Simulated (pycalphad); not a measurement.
CALPHAD calculation (pycalphad, COST 507 light-alloy database (1999)), 1 atm. These are 1990s assessments: newer ones move some temperatures and phases. Amounts are mole fractions of atoms.

**Question.** Give the equilibrium state of Al-13.28Si-0.5021Mg (wt.%) at 457 °C.

**Answer.** 
```
T = 730.00 K, P = 101325 Pa, N = 1 mol of atoms
G = -25646 J/mol, H = 11612 J/mol, S = 51.04 J/(mol K)  (SER reference)
chemical potentials (J/mol): Al -26468, Si -18646, Mg -58755
phase             fraction      x(Al)      x(Si)      x(Mg)
FCC_A1              0.8730     0.9922     0.0049     0.0029
DIAMOND_A4          0.1223   6.46e-08     1.0000       none
MG2SI               0.0046       none     0.3333     0.6667
```

**Question.** Give the equilibrium state of Al-13.28Si-0.5021Mg (wt.%) at 577 °C.

**Answer.** LIQUID, fraction 0.994, with 12.7 Si, 0.51 Mg wt.%; DIAMOND_A4, fraction 0.006, with >99.99 Si, no Mg wt.%.

Database names, with the compositions (at.%) that they take in these runs: MG2SI: Mg 67 Si 33. FCC_A1 is fcc; DIAMOND_A4 is diamond (Si). An entry "none" or "no" means that the model of the phase leaves that element out.
